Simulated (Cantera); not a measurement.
Feed: 1 mol H2S, 0.094 mol H2O, 0.13 mol O2, held at 2427 °C and 15000 Torr.

Method: chemical equilibrium by Gibbs-energy minimisation in Cantera with the NASA 1993 tables (ideal gas, pure condensed phases). Candidate condensed phases: H2O, H2SO4, S; 19 gas species. Equilibrium is a limit: real reactors are often held back by kinetics, nucleation or transport.

Base state: H2 0.372, S2 0.215, H2O 0.189, H2S 0.111, SH 0.0636, SO 0.0194, S 0.00989, SO2 0.00878 (mole fractions); condensed: gas only.

Task: What changes in the equilibrium state with this change: temperature from 2427 °C to 827 °C?

Result: 
```csv
species,before,after
H2S,0.111,0.603
H2O,0.189,0.281
S2,0.215,0.103
H2,0.372,0.00826
SO,0.0194,3.82e-6
SH,0.0636,5.41e-5
H,0.00775,<1e-9
S,0.00989,5.28e-9
```
Gases not in the tables: S3 to S7.

Task: What changes in the equilibrium state with this change: O2 from 0.13 to 0.61 mol?

Result: 
```csv
species,before,after
H2O,0.189,0.390
H2,0.372,0.171
SO2,0.00878,0.140
SO,0.0194,0.0684
H2S,0.111,0.0402
SH,0.0636,0.0339
S2,0.215,0.133
O2,2.73e-6,5.53e-5
O,1.33e-5,6.00e-5
OH,0.00101,0.00307
S2O,0.00265,0.00737
H,0.00775,0.00526
```
